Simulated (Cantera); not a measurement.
Input (Python, Cantera):

```python
import numpy as np
import cantera as ct

gas = ct.Solution("gri30.yaml")
gas.TPX = 1750, 19000, {'C2H6': 1, 'H2': 10}
inlet = ct.Reservoir(gas, clone=True)

reactor = ct.IdealGasConstPressureReactor(gas, energy="off", clone=False)
exhaust = ct.Reservoir(gas, clone=True)
tau = [0.38, 0.19, 0.09, 0.044, 0.021, 0.01, 0.005, 0.0024, 0.0012, 0.00057, 0.00028][0]
for a, b in ((inlet, reactor), (reactor, exhaust)):
    ct.MassFlowController(a, b, mdot=lambda t: reactor.mass / tau)
net = ct.ReactorNet([reactor])
show = ['C2H6', 'H2', 'H', 'CH2', 'C2H2', 'CH3', 'C2H4']

rows = []
print(f"{'tau/s':>10s}{'T/K':>9s}" + "".join(f"{s:>11s}" for s in show))
for tau in [0.38, 0.19, 0.09, 0.044, 0.021, 0.01, 0.005, 0.0024, 0.0012, 0.00057, 0.00028]:
    net.initial_time = 0.0
    net.advance(30 * tau)
    before = gas.X
    net.advance(40 * tau)
    drift = np.max(np.abs(gas.X - before) / (gas.X + 1e-9))
    rows.append([gas.T, *gas[show].X, drift])
    print(f"{tau:10.3e}{gas.T:9.1f}" + "".join(f"{x:11.3e}" for x in gas[show].X))
```

Output:

```
     tau/s      T/K       C2H6         H2          H        CH2       C2H2        CH3       C2H4
 3.800e-01   1750.0  1.270e-05  9.087e-01  5.787e-04  1.929e-07  6.636e-02  3.030e-04  4.713e-04
 1.900e-01   1750.0  2.388e-05  9.052e-01  6.142e-04  2.683e-07  6.371e-02  4.051e-04  5.300e-04
 9.000e-02   1750.0  4.636e-05  9.011e-01  6.721e-04  3.872e-07  6.062e-02  5.487e-04  6.526e-04
 4.400e-02   1750.0  8.593e-05  8.972e-01  7.522e-04  5.567e-07  5.757e-02  7.277e-04  8.646e-04
 2.100e-02   1750.0  1.599e-04  8.932e-01  8.647e-04  8.177e-07  5.432e-02  9.692e-04  1.239e-03
 1.000e-02   1750.0  2.941e-04  8.892e-01  1.010e-03  1.204e-06  5.083e-02  1.287e-03  1.863e-03
 5.000e-03   1750.0  5.160e-04  8.854e-01  1.173e-03  1.717e-06  4.717e-02  1.672e-03  2.787e-03
 2.400e-03   1750.0  9.323e-04  8.814e-01  1.374e-03  2.462e-06  4.266e-02  2.196e-03  4.290e-03
 1.200e-03   1750.0  1.629e-03  8.776e-01  1.587e-03  3.396e-06  3.762e-02  2.822e-03  6.374e-03
 5.700e-04   1750.0  2.968e-03  8.739e-01  1.831e-03  4.687e-06  3.125e-02  3.669e-03  9.458e-03
 2.800e-04   1750.0  5.274e-03  8.711e-01  2.064e-03  6.225e-06  2.435e-02  4.680e-03  1.311e-02
```

Computed with Cantera and GRI-Mech 3.0 (53 species, 325 reactions). GRI-Mech 3.0 stops at C3 and has no aromatics, soot or wall deposition, so with more carbon than oxygen in the feed, carbon stays in small species such as C2H2 where larger ones or solid carbon would form.
